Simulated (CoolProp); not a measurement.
The numbers come from the reference Helmholtz-energy equation of state, Tillner-Roth 1997 in CoolProp.

For CH2F2 (R32), give the phase and the Z, viscosity (µPa s), Prandtl number at 226 K and 75.9 bar.


- 226 K and 75.9 bar: liquid; Z 0.173, viscosity 300, Prandtl number 2.44

Viscosity comes from a separate model (Bell 2016), an estimate that may be off by 10 % or more. Thermal conductivity comes from a separate model (Huber 2003), an estimate that may be off by 10 % or more.
